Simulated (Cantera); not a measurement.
Input (Python, Cantera) and output of one run.

```python
import numpy as np
import cantera as ct

gas_names = [...]  # 113 gases of nasa_gas.yaml made of C, H, O, Pb
cond_names = """
    C(gr) C6H6(L) C7H8(L) C8H18(L),n-octa H2O(s) H2O(L) Pb(cr) Pb(L) PbO(rd) PbO(yw) PbO(L) PbO2(s)
    Pb3O4(s)
""".split()


# ... load() reads the species with a 1 bar reference pressure and builds the phases ...
atoms = {
    'Pb': {'Pb': 1},
    'CO': {'C': 1, 'O': 1},
    'H2': {'H': 2},
    'O2': {'O': 2},
}
top_T = {'C(gr)': 4500, 'Pb3O4(s)': 820}  # K; cautious upper limits of use, not melting points


# ... equilibrate(T, P, feed) seeds the gas with the atoms and calls Mixture.equilibrate('TP', solver="vcs", rtol=1e-11, max_steps=5000) ...
results = []
feed = {'Pb': 1, 'CO': 4.2, 'H2': 7.6, 'O2': 0.021}  # mol
P = 133.322  # Pa
for T in [773, 873, 973, 1073, 1173, 1273, 1373, 1473, 1573, 1673]:
    mix = equilibrate(T, P, feed)
    results.append((T, P, feed, dict(zip(mix.species_names, mix.species_moles))))
    x = sorted(zip(gas.X, gas.species_names), reverse=True)
    print(f"T = {T:g} K  P = {P:g} Pa  gas = {mix.phase_moles(0):.4g} mol")
    print("   x: " + "  ".join(f"{s} {v:.3e}" for v, s in x if v > 0.001))
    print("   condensed (mol): " + ("  ".join(f"{mix.phase(i).name} {mix.phase_moles(i):.4g}"
          for i in range(1, mix.n_phases) if mix.phase_moles(i) > 1e-12) or "none"))
```

It prints:

```
T = 773 K  P = 133.322 Pa  gas = 11.35 mol
   x: H2 6.547e-01  CO 3.019e-01  CO2 2.967e-02  H2O 1.256e-02  CH4 1.210e-03
   condensed (mol): C(gr) 0.4235  Pb(L) 0.9998
T = 873 K  P = 133.322 Pa  gas = 11.8 mol
   x: H2 6.421e-01  CO 3.535e-01  CO2 2.241e-03  H2O 1.526e-03
   condensed (mol): Pb(L) 0.9944
T = 973 K  P = 133.322 Pa  gas = 11.88 mol
   x: H2 6.380e-01  CO 3.519e-01  Pb 6.561e-03  H2O 1.875e-03  CO2 1.668e-03
   condensed (mol): Pb(L) 0.9221
T = 1073 K  P = 133.322 Pa  gas = 12.48 mol
   x: H2 6.067e-01  CO 3.352e-01  Pb 5.482e-02  H2O 2.105e-03  CO2 1.260e-03
   condensed (mol): Pb(L) 0.3156
T = 1173 K  P = 133.322 Pa  gas = 12.8 mol
   x: H2 5.915e-01  CO 3.271e-01  Pb 7.812e-02  H2O 2.287e-03
   condensed (mol): none
T = 1273 K  P = 133.322 Pa  gas = 12.8 mol
   x: H2 5.913e-01  CO 3.273e-01  Pb 7.812e-02  H2O 2.459e-03
   condensed (mol): none
T = 1373 K  P = 133.322 Pa  gas = 12.8 mol
   x: H2 5.911e-01  CO 3.274e-01  Pb 7.812e-02  H2O 2.586e-03
   condensed (mol): none
T = 1473 K  P = 133.322 Pa  gas = 12.8 mol
   x: H2 5.909e-01  CO 3.275e-01  Pb 7.811e-02  H2O 2.680e-03
   condensed (mol): none
T = 1573 K  P = 133.322 Pa  gas = 12.81 mol
   x: H2 5.903e-01  CO 3.275e-01  Pb 7.809e-02  H2O 2.752e-03
   condensed (mol): none
T = 1673 K  P = 133.322 Pa  gas = 12.82 mol
   x: H2 5.890e-01  CO 3.273e-01  Pb 7.803e-02  H2O 2.805e-03  H 2.394e-03
   condensed (mol): none
```

Method: chemical equilibrium by Gibbs-energy minimisation in Cantera with the NASA 1993 tables (ideal gas, pure condensed phases).
